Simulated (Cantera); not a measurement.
**Equilibrium for silicon etching in halogen gases: Si + NF3 + SF6**

Charge: 1 mol Si, 2.8 mol NF3, 0.97 mol SF6, at 1.10 mbar.

These are equilibrium values from Cantera (NASA tables, ideal gas, pure condensed phases), not measurements of a reactor. Candidate condensed phases: S, Si, Si3N4; 29 gas species. The tables' values for SF3, SF5, S2F2 (SSF2) are old estimates; treat these amounts as uncertain. The numbers say what is thermodynamically allowed, not how fast it happens.

```csv
T (K),log p F,log p N2,log p SiF4,log p SF6,log p SF4,log p SF2,log p SF3
1275,-3.20,-3.71,-3.85,-3.88,-5.33,-10.04,-8.35
1325,-3.19,-3.73,-3.87,-4.00,-4.52,-8.30,-7.03
1375,-3.16,-3.77,-3.92,-4.42,-4.11,-7.05,-6.16
1425,-3.15,-3.79,-3.94,-5.11,-4.00,-6.14,-5.61
1475,-3.14,-3.80,-3.95,-5.88,-4.01,-5.38,-5.21
1525,-3.13,-3.82,-3.96,-6.68,-4.12,-4.78,-4.93
1575,-3.12,-3.84,-3.99,-7.59,-4.37,-4.38,-4.82
1625,-3.11,-3.86,-4.01,-8.61,-4.79,-4.18,-4.90
```
log p: log10 of the partial pressure in bar; nothing condenses.

From 1275 K to 1625 K nothing is condensed. The main Si-bearing gas is SiF4 throughout.
